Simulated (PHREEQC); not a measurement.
Solution (20 °C): 2.8 mmol/kgw CaCl2, 0.47 mmol/kgw Na2SO4 and 90 mmol/kgw KCl. Closed to the air; pH follows from the charge balance.

The numbers come from PHREEQC with the ion-association model, phreeqc.dat.

Each row changes one thing in this solution. This is a speciation only: nothing precipitates in the calculation.

```json
[
 {"case": "as made", "pH": "7.06", "SO4-2 (mol/kgw)": "0.000367", "KSO4- (mol/kgw)": "7.73e-5", "HSO4- (mol/kgw)": "1.33e-9", "SI of Sylvite (KCl)": "-3.17"},
 {"case": "KCl from 0.09 to 0.009 mol/kgw", "pH": "7.07", "SO4-2 (mol/kgw)": "0.000391", "KSO4- (mol/kgw)": "1.33e-5", "HSO4- (mol/kgw)": "1.96e-9", "SI of Sylvite (KCl)": "-4.87"},
 {"case": "temperature from 20 to 45 °C", "pH": "6.68", "SO4-2 (mol/kgw)": "0.000340", "KSO4- (mol/kgw)": "0.000104", "HSO4- (mol/kgw)": "5.10e-9", "SI of Sylvite (KCl)": "-3.30"},
 {"case": "Na2SO4 replaced by ZnSO4 at the same molality", "pH": "6.17", "SO4-2 (mol/kgw)": "0.000363", "KSO4- (mol/kgw)": "7.66e-5", "HSO4- (mol/kgw)": "1.03e-8", "SI of Sylvite (KCl)": "-3.17"},
 {"case": "0.026 mol/kgw HBr added", "pH": "1.68", "SO4-2 (mol/kgw)": "0.000224", "KSO4- (mol/kgw)": "4.35e-5", "HSO4- (mol/kgw)": "0.000187", "SI of Sylvite (KCl)": "-3.19"},
 {"case": "CaCl2 replaced by FeCl2 at the same molality", "pH": "6.30", "SO4-2 (mol/kgw)": "0.000368", "KSO4- (mol/kgw)": "7.77e-5", "HSO4- (mol/kgw)": "7.67e-9", "SI of Sylvite (KCl)": "-3.17"}
]
```

Constants without temperature data keep their 25 °C values here.
